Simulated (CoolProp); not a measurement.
Vapour-liquid equilibrium of fluoroethane (R161) (1) + R1234yf (2) at 81.5 kPa; x and y are mole fractions of (1).

The numbers come from the multi-fluid Helmholtz-energy mixture model, Wu 2012 and Lemmon 2022; pair parameters Bell 2016 in CoolProp.

Task: Give the bubble temperature and the first vapour's composition at x = 0.45, 0.65, 0.95. Is there an azeotrope?

Result: x = 0.45: -39.1 °C, y = 0.547; x = 0.65: -40.5 °C, y = 0.720; x = 0.95: -42.0 °C, y = 0.958. No azeotrope shows between x = 0.05 and 0.95.

Pair parameters are fitted to limited data, so mixtures are less certain than the pure fluids.
